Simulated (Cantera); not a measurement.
Input: 1 mol SF₆, 0.24 mol H₂, equilibrated at 2898.15 K and 0.0133 bar.

Cantera equilibrium calculation (NASA polynomials, part measured and part estimated; ideal gas, pure solids and liquids). Candidate condensed phases: S; 24 gas species. Equilibrium is a limit: real reactors are often held back by kinetics, nucleation or transport.

Base state: F 0.793, S 0.128, HF 0.0688, S₂ 0.00634, SF 0.00331, H 0.000434, SF₂ 3.63e-5 (mole fractions); condensed: gas only.

### Question
What changes in the equilibrium state with this change: H₂ from 0.24 to 1.5 mol?

### Answer
| species | before | after |
|---|---|---|
| F | 0.793 | 0.433 |
| HF | 0.0688 | 0.425 |
| S | 0.128 | 0.129 |
| H | 0.000434 | 0.00491 |
| H₂ | 1.92e-7 | 2.46e-5 |
| SH | 9.81e-6 | 0.000111 |
| SF₂ | 3.63e-5 | 1.09e-5 |
| SF | 0.00331 | 0.00181 |

### Question
What changes in the equilibrium state with this change: temperature from 2898.15 K to 3225 K?

### Answer
```tsv
species	before	after
F	0.793	0.790
S	0.128	0.139
HF	0.0688	0.0634
S₂	0.00634	0.00119
SF₂	3.63e-5	1.65e-6
H	0.000434	0.00492
```

### Question
What changes in the equilibrium state with this change: H₂ from 0.24 to 0.35 mol?

### Answer
```
species    before     after
-------  --------  --------
F           0.793     0.761
S           0.128     0.128
HF         0.0688     0.100
H        0.000434  0.000659
SH        9.81e-6   1.49e-5
SF₂       3.63e-5   3.35e-5
SF        0.00331   0.00318
S₂        0.00634   0.00635
```
